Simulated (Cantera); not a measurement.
A closed system holds: 1 mol PbO, 15 mol N2, equilibrated at 227 °C and 0.0133 bar.

Method: chemical equilibrium by Gibbs-energy minimisation in Cantera with the NASA 1993 tables (ideal gas, pure condensed phases). Candidate condensed phases: Pb, PbO, PbO2, Pb3O4; 12 gas species. Rates play no part.

Base state: N2 1.00 (mole fractions); condensed: PbO(red).

Task: What changes in the equilibrium state with this change: PbO replaced by Pb?

Result: 
```csv
species,before,after
N2,1.00,1.00
"PbO(red), mol",1.00,0
"Pb(s), mol",0,1.00
```
